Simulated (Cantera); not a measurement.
Cantera run, input and output.

```python
import numpy as np
import cantera as ct

gas = ct.Solution("SiF4_NH3_mec.yaml", "gas")
gas.TPX = 2050, 1333, {'NH3': 1, 'H2': 0.12}
inlet = ct.Reservoir(gas, clone=True)

reactor = ct.IdealGasConstPressureReactor(gas, energy="off", clone=False)
exhaust = ct.Reservoir(gas, clone=True)
tau = [1.8, 0.94, 0.48, 0.25, 0.13, 0.065, 0.033, 0.017, 0.0088, 0.0045][0]
for a, b in ((inlet, reactor), (reactor, exhaust)):
    ct.MassFlowController(a, b, mdot=lambda t: reactor.mass / tau)
net = ct.ReactorNet([reactor])
show = ['NH3', 'H2', 'N2H2', 'NH', 'NH2', 'H', 'N']

rows = []
print(f"{'tau/s':>10s}{'T/K':>9s}" + "".join(f"{s:>11s}" for s in show))
for tau in [1.8, 0.94, 0.48, 0.25, 0.13, 0.065, 0.033, 0.017, 0.0088, 0.0045]:
    net.initial_time = 0.0
    net.advance(30 * tau)
    before = gas.X
    net.advance(40 * tau)
    drift = np.max(np.abs(gas.X - before) / (gas.X + 1e-9))
    rows.append([gas.T, *gas[show].X, drift])
    print(f"{tau:10.3e}{gas.T:9.1f}" + "".join(f"{x:11.3e}" for x in gas[show].X))
```

Result:

```
     tau/s      T/K        NH3         H2       N2H2         NH        NH2          H          N
 1.800e+00   2050.0  2.240e-01  5.983e-01  2.518e-06  2.330e-05  7.314e-04  6.621e-04  2.147e-06
 9.400e-01   2050.0  3.419e-01  5.115e-01  4.360e-06  2.663e-05  9.832e-04  4.992e-04  2.077e-06
 4.800e-01   2050.0  4.860e-01  4.054e-01  7.027e-06  2.907e-05  1.258e-03  3.570e-04  1.914e-06
 2.500e-01   2050.0  6.215e-01  3.056e-01  9.981e-06  3.003e-05  1.499e-03  2.516e-04  1.685e-06
 1.300e-01   2050.0  7.290e-01  2.265e-01  1.260e-05  2.970e-05  1.684e-03  1.794e-04  1.425e-06
 6.500e-02   2050.0  8.044e-01  1.710e-01  1.435e-05  2.840e-05  1.805e-03  1.323e-04  1.170e-06
 3.300e-02   2050.0  8.472e-01  1.395e-01  1.474e-05  2.653e-05  1.844e-03  1.051e-04  9.650e-07
 1.700e-02   2050.0  8.702e-01  1.226e-01  1.368e-05  2.393e-05  1.796e-03  8.785e-05  7.873e-07
 8.800e-03   2050.0  8.823e-01  1.138e-01  1.098e-05  1.992e-05  1.638e-03  7.341e-05  5.931e-07
 4.500e-03   2050.0  8.884e-01  1.095e-01  6.632e-06  1.365e-05  1.318e-03  5.640e-05  3.501e-07
```

Computed with Cantera and the gas-phase N/H chemistry of the illustrative SiF4/NH3 mechanism in the Surface Chemkin manual (1991). Walls and surfaces, which speed up NH3 decomposition in real reactors, are not modelled.
